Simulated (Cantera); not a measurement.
A perfectly stirred reactor is fed with CO : H₂ : O₂ : N₂ : CO₂ = 1 : 0.042 : 0.326 : 1.22 : 0.67 (molar parts), equivalence ratio 1.6, at 4.93 atm; it is adiabatic with a 625 K inlet, and is followed from long to short residence time, starting on the burning branch (τ in s: 0.14, 0.052, 0.02, 0.0074, 0.0028, 0.0011, 0.0004, 0.00015, 5.7e-05).

Computed with Cantera and GRI-Mech 3.0 (53 species, 325 reactions). The hydrogen kinetics of GRI-Mech 3.0 are dated; newer H2 mechanisms differ, most at raised pressure.

What does this change do: pressure from 4.93 atm to 0.622 atm?


| quantity | before | after |
|---|---|---|
| blow-out, bracketed by the residence times tried | burning at 57.0 µs, the shortest tried | burning at 0.400 ms, out at 0.150 ms |
| x(CO) at τ = 0.140 s | 0.133 | 0.139 |
| x(H₂) at τ = 0.140 s | 0.000853 | 0.000894 |
| x(O₂) at τ = 0.140 s | 0.000235 | 0.00334 |
| x(H₂O) at τ = 0.140 s | 0.0133 | 0.0126 |
| x(CO₂) at τ = 0.140 s | 0.437 | 0.428 |
| x(CO) at τ = 2.80 ms | 0.141 | 0.178 |
| x(H₂) at τ = 2.80 ms | 0.000905 | 0.00127 |
| x(O₂) at τ = 2.80 ms | 0.00451 | 0.0227 |
| x(H₂O) at τ = 2.80 ms | 0.0125 | 0.00900 |
| x(CO₂) at τ = 2.80 ms | 0.425 | 0.373 |
